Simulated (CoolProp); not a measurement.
Saturated liquid density (kg/m³) of nitrous oxide: the reference equation beside estimates from Tc = 36.4 °C, pc = 72.45 bar, ω = 0.161.

Values from CoolProp's reference Helmholtz-energy equation of state, Lemmon 2006. It is a short technical equation, of lower accuracy than the large ones.

```json
[
 {"T (°C)": "-52.25", "reference": "1117", "van der Waals": "698.7", "Peng-Robinson": "1171"},
 {"T (°C)": "-49.75", "reference": "1109", "van der Waals": "693.5", "Peng-Robinson": "1161"},
 {"T (°C)": "-47.35", "reference": "1101", "van der Waals": "688.5", "Peng-Robinson": "1152"},
 {"T (°C)": "-44.85", "reference": "1092", "van der Waals": "683.2", "Peng-Robinson": "1142"},
 {"T (°C)": "-42.35", "reference": "1083", "van der Waals": "677.8", "Peng-Robinson": "1131"},
 {"T (°C)": "-39.85", "reference": "1074", "van der Waals": "[?]", "Peng-Robinson": "1120"},
 {"T (°C)": "-37.45", "reference": "1066", "van der Waals": "666.9", "Peng-Robinson": "1110"},
 {"T (°C)": "-34.95", "reference": "1056", "van der Waals": "661.1", "Peng-Robinson": "1099"},
 {"T (°C)": "-32.45", "reference": "1047", "van der Waals": "655.3", "Peng-Robinson": "1087"},
 {"T (°C)": "-29.95", "reference": "1038", "van der Waals": "649.4", "Peng-Robinson": "1075"},
 {"T (°C)": "-27.55", "reference": "1028", "van der Waals": "[?]", "Peng-Robinson": "1064"},
 {"T (°C)": "-25.05", "reference": "1018", "van der Waals": "637.4", "Peng-Robinson": "[?]"},
 {"T (°C)": "-22.55", "reference": "1008", "van der Waals": "[?]", "Peng-Robinson": "1038"},
 {"T (°C)": "-20.05", "reference": "998.3", "van der Waals": "624.6", "Peng-Robinson": "1025"},
 {"T (°C)": "-17.55", "reference": "987.9", "van der Waals": "618.0", "Peng-Robinson": "1012"}
]
```

Q: Fill in the missing entries.

A: 
- -39.85, van der Waals: 672.2
- -27.55, van der Waals: 643.6
- -25.05, Peng-Robinson: 1051
- -22.55, van der Waals: 631.1

Absolute difference from the reference over all 15 rows, mean and median: van der Waals 37.4 and 37.4 %, Peng-Robinson 3.9 and 4.1 %.
